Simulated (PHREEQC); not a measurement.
Make-up at 30 °C: 0.35 mol/kgw HF, 0.00056 mol/kgw NH4HF2 and 0.041 mol/kgw HCl. Closed to the air; pH follows from the charge balance.

Computed with PHREEQC (ion-association model, phreeqc.dat).

```
quantity                   before    after
------------------------  -------  -------
pH                           1.34     1.40
ionic strength (mol/kgw)   0.0539   0.0477
HF (mol/kgw)                0.331    0.340
HF2- (mol/kgw)            0.00735  0.00401
F- (mol/kgw)              0.00559  0.00271
```

What was changed between the two runs?
A. NH4HF2 left out
B. HF left out
C. NH4HF2 replaced by NaF at the same molality
D. temperature from 30 to 75 °C

D, temperature from 30 to 75 °C

This is a speciation only: nothing precipitates in the calculation. Away from 25 °C the constants follow the database's enthalpies or fits; those with neither stay at their 25 °C values.
